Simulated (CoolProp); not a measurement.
Properties of CH2F2 (R32) along the isotherm 296.4 K (Tc = 351.3 K, pc = 57.83 bar, ω = 0.277).

The numbers come from the reference Helmholtz-energy equation of state, Tillner-Roth 1997 in CoolProp.

| p (bar) | phase | density (kg/m³) | cv (kJ/(kg K)) | Joule-Thomson coefficient (K/MPa) | viscosity (µPa s) |
|---|---|---|---|---|---|
| 7.23 | gas | 16.88 | 0.7558 | 25.16 | 13.3 |
| 14.5 | gas | 38.87 | 0.8988 | 24.35 | 13.6 |
| 21.7 | liquid | 971.7 | 0.9548 | 0.1658 | 115 |
| 28.9 | liquid | 976.0 | 0.9538 | 0.1451 | 117 |
| 36.1 | liquid | 980.1 | 0.9530 | 0.1261 | 119 |
| 43.4 | liquid | 984.1 | 0.9523 | 0.1083 | 120 |
| 50.6 | liquid | 987.9 | 0.9517 | 0.09192 | 122 |
| 57.8 | liquid | 991.6 | 0.9512 | 0.07666 | 123 |
| 65.1 | liquid | 995.3 | 0.9508 | 0.06217 | 125 |
| 72.3 | liquid | 998.7 | 0.9505 | 0.04876 | 126 |
| 79.5 | liquid | 1002 | 0.9502 | 0.03613 | 128 |
| 86.7 | liquid | 1005 | 0.9500 | 0.02421 | 129 |

Viscosity comes from a separate model (Bell 2016), an estimate that may be off by 10 % or more.
